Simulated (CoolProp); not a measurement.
Vapour pressure (kPa) of carbonyl sulfide: the reference equation beside estimates from Tc = 378.8 K, pc = 6369 kPa, ω = 0.098. Clausius-Clapeyron is anchored at 186.1 K with a constant enthalpy of vaporisation of 19.97 kJ/mol.

Computed with CoolProp (reference Helmholtz-energy equation of state, Lemmon 2006). It is a short technical equation, of lower accuracy than the large ones.

```
T (K)  reference  Lee-Kesler  Clausius-Clapeyron  Soave-Redlich-Kwong  Peng-Robinson
-----  ---------  ----------  ------------------  -------------------  -------------
182.1      9.331       9.182               9.357                9.138          9.958
186.1      12.42       12.21               12.42                12.17          13.16
190.1      16.32       16.02               16.30                15.99          17.16
194.2      21.29       20.90               21.29                20.87          22.25
198.2      27.28       26.78               27.32                26.76          28.34
202.2      34.55       33.94               34.72                33.92          35.73
206.2      43.32       42.58               43.72                42.56          44.59
210.2      53.79       52.91               54.57                52.90          55.14
214.2      66.17       65.17               67.55                65.15          67.59
218.2      80.72       79.60               82.97                79.56          82.18
```

Absolute difference from the reference over all 10 rows, mean and median: Lee-Kesler 1.7 and 1.7 %, Clausius-Clapeyron 0.8 and 0.4 %, Soave-Redlich-Kwong 1.8 and 1.9 %, Peng-Robinson 3.9 and 3.7 %.
